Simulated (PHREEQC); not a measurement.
A solution holds 0.036 mol H2SO4, 0.077 mol NaNO3 and 0.24 mol HNO3 per kg of water, at 25 °C. Closed to the air; pH follows from the charge balance.

Computed with PHREEQC (ion-association model, phreeqc.dat).

Precipitation was switched off in this run.

What pH does the model give?

pH 0.66.

In which forms is S present?

HSO4- 86 %, SO4-2 13 %, NaSO4- 1.2 % of the S.
